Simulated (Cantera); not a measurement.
Input: 1 mol SiH2Cl2, 27 mol NH3, at 1973.15 K and 0.100 bar.

Equilibrium computed with Cantera from the NASA thermochemical tables; the gas is ideal and each condensed phase is pure. Candidate condensed phases: NH4Cl, Si, Si3N4; 28 gas species. The tables' values for SiCl, SiN are old estimates; treat these amounts as uncertain. Gases not in the tables: Si2H6 and higher silanes. The numbers say what is thermodynamically allowed, not how fast it happens.

Base state: H2 0.723, N2 0.241, HCl 0.0294, H 0.00363, SiCl2 0.00297, Si 0.000316, SiCl 0.000117, Cl 0.000111 (mole fractions); condensed: Si(l).

Problem. What changes in the equilibrium state with this change: temperature from 1973.15 K to 848.15 K?

Solution. 
```tsv
species	before	after
H2	0.723	0.732
N2	0.241	0.232
HCl	0.0294	0.0361
SiCl2	0.00297	<1e-9
H	0.00363	<1e-9
Si	0.000316	<1e-9
Si(l), mol	0.798	0
Si3N4(s), mol	0	0.333
```
